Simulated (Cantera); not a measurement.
Feed: 1 mol SiO2, 2.4 mol C, 3.4 mol N2, equilibrated at 0.120 Torr.

These are equilibrium values from Cantera (NASA tables, ideal gas, pure condensed phases), not measurements of a reactor. Candidate condensed phases: C, Si, SiC, SiO2, Si2N2O, Si3N4; 34 gas species. N2 is the only nitrogen source here; it is nearly inert below about 1500 K, so the nitride shown seldom forms there in practice. Mutual solubility and eutectic melting of coexisting phases are not modelled. The tables' values for SiN are old estimates; treat these amounts as uncertain. Kinetics and transport are ignored.

log p: log10 of the partial pressure in bar; n: condensed amount in mol.

```tsv
T (K)	log p N2	log p CO	log p Si	log p SiO	log p SiC2	log p Si2C	n C(graphite)	n SiO2(β-quartz)	n Si2N2O(s)	n SiC(s)
873	-3.80	-6.04	<-15	<-15	<-15	<-15	2.38	0.987	0.00645	0
1023	-3.89	-4.51	<-15	-12.57	<-15	<-15	1.65	0.497	0.252	0
1173	-3.98	-4.26	<-15	-9.67	<-15	<-15	0.900	0	0.500	0
1323	-3.98	-4.26	-12.75	-7.56	<-15	<-15	0.900	0	0.500	0
1473	-3.99	-4.26	-9.69	-5.50	-14.07	-12.60	0	0	0.132	…
1623	-4.00	-4.30	-7.88	-5.05	-11.96	-10.31	0	0	0	0.700
1773	-4.00	-4.30	-6.58	-5.06	-10.01	-8.62	0	0	0	0.695
1923	-4.01	-4.29	-5.53	-5.14	-8.34	-7.24	0	0	0	0.646
2073	-4.03	-4.28	-4.90	-5.75	-6.63	-6.34	0	0	0	…
2223	-4.07	-4.30	-4.67	-6.52	-5.65	-6.26	0.208	0	0	…
```

Task: What belongs in the gaps?

Result: 
- 1473, n SiC(s): 0.634
- 2073, n SiC(s): 0.431
- 2223, n SiC(s): 0
